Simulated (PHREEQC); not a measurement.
Dissolve 58 mmol/kgw HF, 3.8 mmol/kgw NH4F, 0.27 mmol/kgw (NH4)2SiF6 and 11 mmol/kgw H2SO4 at 25 °C. Closed to the air; pH follows from the charge balance.

The numbers come from PHREEQC with the ion-association model, phreeqc.dat.

Precipitation was switched off in this run.

Problem. Predict the pH, ionic strength.

Solution. pH 1.83; ionic strength 0.0269 mol/kgw.

Problem. In which forms is N present?

Solution. NH4+ 96 %, NH4SO4- 3.8 % of the N.

SiF6-2 is the database's only silicon fluoride.
